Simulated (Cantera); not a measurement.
What does this Cantera script print?

```python
import numpy as np
import cantera as ct

gas_names = """
    CL CL2 H HCL H2 Si SiCL SiCL2 SiCL3 SiCL4 SiH SiHCL3 SiH2 SiH2CL2 SiH3 SiH3CL SiH4 Si2 Si3
""".split()
cond_names = """
    Si(cr) Si(L)
""".split()


# ... load() reads the species with a 1 bar reference pressure and builds the phases ...
atoms = {
    'Si': {'Si': 1},
    'Cl2': {'CL': 2},
    'H2': {'H': 2},
}
top_T = {}  # K; cautious upper limits of use, not melting points


# ... equilibrate(T, P, feed) seeds the gas with the atoms and calls Mixture.equilibrate('TP', solver="vcs", rtol=1e-11, max_steps=5000) ...
results = []
feed = {'Si': 1, 'Cl2': 1.9, 'H2': 4.7}  # mol
P = 77000  # Pa
for T in [775, 825, 875, 925, 975, 1025, 1075, 1125, 1175, 1225, 1275]:
    mix = equilibrate(T, P, feed)
    results.append((T, P, feed, dict(zip(mix.species_names, mix.species_moles))))

top = {s: max(r[3][s] / sum(r[3][g] for g in gas_names) for r in results) for s in gas_names}
cols = sorted((s for s in top if top[s] > 0.001), key=lambda s: -top[s])[:7]
seen = [c for c in cond_names if any(r[3].get(c, 0) > 1e-12 for r in results)]
print("log10 of partial pressures in bar; condensed amounts in mol")
print(f"{'T/K':>10s}" + "".join(f"{s[:9]:>10s}" for s in cols + seen))
for T, P, feed, n in results:
    ng = sum(n[g] for g in gas_names)
    print(f"{T:10.4g}" + "".join(f"{np.log10(max(n[s] / ng * P / 1e5, 1e-99)):10.3f}" for s in cols)
          + "".join(f"{n.get(c, 0):10.4g}" for c in seen))
```

Output:

```
log10 of partial pressures in bar; condensed amounts in mol
       T/K        H2     SiCL4       HCL    SiHCL3     SiCL2     SiCL3   SiH2CL2    Si(cr)
       775    -0.200    -0.963    -2.798    -1.553    -6.563    -4.839    -3.257         0
       825    -0.201    -0.967    -2.539    -1.537    -5.855    -4.384    -3.181         0
       875    -0.202    -0.975    -2.321    -1.515    -5.209    -3.973    -3.095         0
       925    -0.204    -0.984    -2.139    -1.489    -4.617    -3.600    -3.002         0
       975    -0.206    -0.996    -1.984    -1.461    -4.073    -3.260    -2.905         0
      1025    -0.209    -1.010    -1.851    -1.434    -3.576    -2.953    -2.813         0
      1075    -0.212    -1.028    -1.732    -1.413    -3.129    -2.678    -2.731         0
      1125    -0.215    -1.048    -1.621    -1.403    -2.733    -2.435    -2.669         0
      1175    -0.220    -1.068    -1.498    -1.418    -2.418    -2.238    -2.659  0.005322
      1225    -0.226    -1.096    -1.381    -1.446    -2.149    -2.071    -2.672   0.01077
      1275    -0.233    -1.134    -1.277    -1.484    -1.908    -1.928    -2.692   0.01135
```

Cantera equilibrium calculation (NASA polynomials, part measured and part estimated; ideal gas, pure solids and liquids). The tables' values for SiCl3 are old estimates; treat these amounts as uncertain.
